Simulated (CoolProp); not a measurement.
Saturation properties of R13 (Tc = 303.0 K, pc = 3.973 MPa, ω = 0.175).

Computed with CoolProp (reference Helmholtz-energy equation of state, Platzer 1990). This equation is an older, rougher fit; its heat capacities, sound speeds and derivatives of the liquid may be far off and weren't checked against measurements.

```json
[
 {"T (K)": "207.5", "p (MPa)": "0.2191", "liquid density (kg/m³)": "1458", "enthalpy of vaporisation (kJ/kg)": "141.3", "vapour Z": "0.9295", "surface tension (mN/m)": "11.5"},
 {"T (K)": "220.2", "p (MPa)": "0.3734", "liquid density (kg/m³)": "1405", "enthalpy of vaporisation (kJ/kg)": "134.1", "vapour Z": "0.8985", "surface tension (mN/m)": "9.62"},
 {"T (K)": "232.8", "p (MPa)": "0.5955", "liquid density (kg/m³)": "1349", "enthalpy of vaporisation (kJ/kg)": "126.0", "vapour Z": "0.8605", "surface tension (mN/m)": "7.78"},
 {"T (K)": "245.5", "p (MPa)": "0.9059", "liquid density (kg/m³)": "1286", "enthalpy of vaporisation (kJ/kg)": "116.7", "vapour Z": "0.8140", "surface tension (mN/m)": "6.01"},
 {"T (K)": "258.2", "p (MPa)": "1.321", "liquid density (kg/m³)": "1216", "enthalpy of vaporisation (kJ/kg)": "105.7", "vapour Z": "0.7580", "surface tension (mN/m)": "4.35"},
 {"T (K)": "270.9", "p (MPa)": "1.861", "liquid density (kg/m³)": "1134", "enthalpy of vaporisation (kJ/kg)": "92.39", "vapour Z": "0.6894", "surface tension (mN/m)": "2.82"},
 {"T (K)": "283.6", "p (MPa)": "2.548", "liquid density (kg/m³)": "1030", "enthalpy of vaporisation (kJ/kg)": "75.04", "vapour Z": "0.6015", "surface tension (mN/m)": "1.45"},
 {"T (K)": "296.3", "p (MPa)": "3.417", "liquid density (kg/m³)": "868.2", "enthalpy of vaporisation (kJ/kg)": "47.72", "vapour Z": "0.4706", "surface tension (mN/m)": "0.327"}
]
```

It boils at 191.7 K under 1 atm.

Surface tension comes from a separate correlation (Mulero 2012).
